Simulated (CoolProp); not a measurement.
Vapour-liquid equilibrium of R227EA (1) + isobutane (2) at 31.3 kPa; x and y are mole fractions of (1).

Values from CoolProp's multi-fluid Helmholtz-energy mixture model, Lemmon 2016 and Bücker 2006; pair parameters Bell 2016.

```
x     bubble temperature (K)  y at the bubble point  dew temperature at overall composition x (K)  liquid density (mol/L)
----  ----------------------  ---------------------  --------------------------------------------  ----------------------
0.05                   229.9                    [?]                                         234.0                   10.70
0.2                    225.2                  0.469                                           [?]                   10.51
0.35                   224.6                  0.503                                           [?]                   10.29
0.5                    224.6                  0.507                                         224.7                   10.10
0.65                   224.7                  0.517                                         226.8                   9.940
0.8                    225.5                  0.574                                         229.5                   9.804
0.95                   229.5                  0.804                                         231.9                   9.638
```

Question: What belongs in the gaps?

Answer: 
- 0.05, y at the bubble point: 0.256
- 0.2, dew temperature at overall composition x (K): 231.1
- 0.35, dew temperature at overall composition x (K): 227.9

y crosses x between x = 0.5 and 0.65: the model has an azeotrope there.

The pair parameters rest on a limited set of measurements; away from them the model extrapolates.
